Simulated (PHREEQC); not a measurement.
Make-up at 9.9 °C: 0.0023 mol/kgw H2SO4, 0.00089 mol/kgw ZnSO4 and 0.028 mol/kgw CuCl2. Closed to the air; pH follows from the charge balance.

All values are PHREEQC results (ion-association model, wateq4f.dat), not measurements.

Precipitation was switched off in this run.

### Question
Order these Zn species by the share of Zn that they hold, largest first: ZnCl+, Zn+2, ZnSO4.

### Answer
Zn+2 (92 %), ZnSO4 (5.2 %), ZnCl+ (2.9 %)

The pH is 2.44 and the ionic strength 0.0871 mol/kgw. Complexes and solids missing from the database can't appear. Away from 25 °C the constants follow the database's enthalpies or fits; those with neither stay at their 25 °C values.
